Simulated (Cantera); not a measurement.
Input: 1 mol Si, a varied amount of HF, at 1125 K and 0.0220 bar.

Cantera equilibrium calculation (NASA polynomials, part measured and part estimated; ideal gas, pure solids and liquids). Candidate condensed phases: Si; 25 gas species. The numbers say what is thermodynamically allowed, not how fast it happens.

**Question.** Which condensed phases are stable at each of these points (n(HF) (mol)): 1, 1.9, 2.7, 3.6, 4.4, 5.2, 6.1, 6.9, 7.7, 8.6, 9.4, 10?

**Answer.** 
```json
[
 {"n(HF) (mol)": "1", "condensed phases": "Si(s)", "Si condensed (%)": "74.6"},
 {"n(HF) (mol)": "1.9", "condensed phases": "Si(s)", "Si condensed (%)": "51.8"},
 {"n(HF) (mol)": "2.7", "condensed phases": "Si(s)", "Si condensed (%)": "31.5"},
 {"n(HF) (mol)": "3.6", "condensed phases": "Si(s)", "Si condensed (%)": "8.7"},
 {"n(HF) (mol)": "4.4", "condensed phases": "gas only", "Si condensed (%)": "0.0"},
 {"n(HF) (mol)": "5.2", "condensed phases": "gas only", "Si condensed (%)": "0.0"},
 {"n(HF) (mol)": "6.1", "condensed phases": "gas only", "Si condensed (%)": "0.0"},
 {"n(HF) (mol)": "6.9", "condensed phases": "gas only", "Si condensed (%)": "0.0"},
 {"n(HF) (mol)": "7.7", "condensed phases": "gas only", "Si condensed (%)": "0.0"},
 {"n(HF) (mol)": "8.6", "condensed phases": "gas only", "Si condensed (%)": "0.0"},
 {"n(HF) (mol)": "9.4", "condensed phases": "gas only", "Si condensed (%)": "0.0"},
 {"n(HF) (mol)": "10", "condensed phases": "gas only", "Si condensed (%)": "0.0"}
]
```

From 1 mol HF to 3.6 mol HF the condensed part is Si(s). From 4.4 mol HF to 10 mol HF nothing is condensed.
